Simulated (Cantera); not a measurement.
# Ignition delay

Mixture: CH4 : O2 : N2 : H2O = 1 : 2.78 : 10.4 : 0.63 (molar parts), equivalence ratio 0.72, at 9.87 atm, adiabatic and at constant volume. Ignition delay is the time to a rise of 400 K.

Computed with Cantera and GRI-Mech 3.0 (53 species, 325 reactions).

```json
[
 {"T0 (K)": "1225", "delay (ms)": "2.93"},
 {"T0 (K)": "1325", "delay (ms)": "0.950"},
 {"T0 (K)": "1425", "delay (ms)": "0.340"},
 {"T0 (K)": "1525", "delay (ms)": "0.132"},
 {"T0 (K)": "1625", "delay (ms)": "0.0548"},
 {"T0 (K)": "1725", "delay (ms)": "0.0247"},
 {"T0 (K)": "1825", "delay (ms)": "0.0121"},
 {"T0 (K)": "1925", "delay (ms)": "0.00650"},
 {"T0 (K)": "2025", "delay (ms)": "0.00375"},
 {"T0 (K)": "2125", "delay (ms)": "0.00232"}
]
```

apparent activation energy between 1925 and 2125 K: 180 kJ/mol
